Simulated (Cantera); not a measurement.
Input: 1 mol CH3F, 0.014 mol F2, at 0.133 bar.

Method: chemical equilibrium by Gibbs-energy minimisation in Cantera with the NASA 1993 tables (ideal gas, pure condensed phases). Candidate condensed phases: C, C6H6, C7H8, C8H18; 110 gas species. Ions and electrons are included (thermal ionisation). Equilibrium is a limit: real reactors are often held back by kinetics, nucleation or transport.

Problem. Which condensed phases are stable at each of these points (T (K)): 3000, 3250, 3500, 3750, 4000, 4250, 4500, 4750, 5000?

Solution. 
```csv
T (K),condensed phases,C condensed (%)
3000,C(graphite),88.0
3250,C(graphite),56.7
3500,gas only,0.0
3750,gas only,0.0
4000,gas only,0.0
4250,gas only,0.0
4500,gas only,0.0
4750,gas only,0.0
5000,gas only,0.0
```

From 3000 K to 3250 K the condensed part is C(graphite). From 3500 K to 5000 K nothing is condensed.
